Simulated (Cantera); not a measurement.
Input: 1 mol AlCl₃, 0.9 mol N₂O, 230 mol H₂, held at 2123 K and 53.0 Pa.

Cantera equilibrium calculation (NASA polynomials, part measured and part estimated; ideal gas, pure solids and liquids). Candidate condensed phases: Al, AlCl₃, AlN, Al₂O₃, H₂O, NH₄Cl; 45 gas species. The tables' values for AlOH are old estimates; treat these amounts as uncertain. The numbers say what is thermodynamically allowed, not how fast it happens.

Base state: H₂ 0.837, H 0.143, HCl 0.00820, N₂ 0.00358, H₂O 0.00337, AlCl 0.00271, Al 0.00109, Cl 0.00102 (mole fractions); condensed: gas only.

What changes in the equilibrium state with this change: temperature from 2123 K to 1525 K?


```
species         before    after
-------------  -------  -------
H₂               0.837    0.982
HCl            0.00820   0.0111
N₂             0.00358  0.00387
H                0.143  0.00102
H₂O            0.00337  1.23e-5
AlCl           0.00271  0.00170
OH             7.10e-5    <1e-9
AlO            1.91e-5    <1e-9
Al₂O           4.45e-5  1.98e-8
Al₂O₃(s), mol        0    0.299
```
The tables' values for AlCl₂ are old estimates; treat these amounts as uncertain.
